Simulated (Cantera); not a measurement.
Charge: 1 mol Fe3O4, 18 mol CO, 10 mol N2, at 2325 K and 1 atm.

Method: chemical equilibrium by Gibbs-energy minimisation in Cantera with the NASA 1993 tables (ideal gas, pure condensed phases). Candidate condensed phases: C, Fe, Fe(CO)5, FeO, Fe2O3, Fe3O4; 27 gas species. Each liquid is taken as pure. Mutual solubility and eutectic melting of coexisting phases are not modelled. The tables' stoichiometric FeO is somewhat more stable than real wüstite, so its field is too wide. FeO: taken at fixed stoichiometry. Equilibrium is a limit: real reactors are often held back by kinetics, nucleation or transport.

Base state: CO 0.587, N2 0.354, CO2 0.0502, Fe 0.00807, FeO 0.000152, NO 2.79e-5 (mole fractions); condensed: Fe(l) + FeO(l).

Problem. What changes in the equilibrium state with this change: temperature from 2325 K to 1798 K?

Solution. 
```
species        before    after
-----------  --------  -------
CO              0.587    0.574
N2              0.354    0.357
CO2            0.0502   0.0686
Fe            0.00807  2.82e-5
FeO          0.000152  1.49e-7
NO            2.79e-5  1.45e-7
Fe(l), mol      0.191        0
FeO(l), mol      2.58     2.08
Fe(δ), mol          0    0.921
```
